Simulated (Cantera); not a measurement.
A perfectly stirred reactor is fed with C2H6 : H2 = 1 : 18 (molar parts), at 14.3 Torr; it is held at 1025 K, and followed from long to short residence time.

Model: GRI-Mech 3.0 (53 species, 325 reactions), integrated in Cantera. GRI-Mech 3.0 stops at C3 and has no aromatics, soot or wall deposition, so with more carbon than oxygen in the feed, carbon stays in small species such as C2H2 where larger ones or solid carbon would form. Radical loss at walls, strong at low pressure, is not modelled.

x: mole fraction; the columns are a selection and need not sum to one.

```
τ (s)   x C2H6   x H2   x CH2    x C2H4    x CH3
------  ------  -----  ------  --------  -------
1.8     0.0321  0.946  <1e-12    0.0176  8.00e-7
0.92    0.0402  0.947  <1e-12    0.0108  8.09e-7
0.47    0.0461  0.947  <1e-12   0.00571        ?
0.23    0.0499  0.947  <1e-12   0.00242        ?
0.12    0.0516  0.947  <1e-12  0.000900        ?
0.060   0.0523  0.947  <1e-12  0.000259        ?
0.030   0.0526  0.947  <1e-12   6.73e-5        ?
0.015   0.0526  0.947  <1e-12   1.68e-5        ?
0.0077  0.0526  0.947  <1e-12   4.35e-6        ?
```

Task: Some entries are withheld; supply them.

Result: 
- 0.47, x CH3: 7.07e-7
- 0.23, x CH3: 4.76e-7
- 0.12, x CH3: 2.44e-7
- 0.060, x CH3: 9.74e-8
- 0.030, x CH3: 4.63e-8
- 0.015, x CH3: 3.20e-8
- 0.0077, x CH3: 2.80e-8
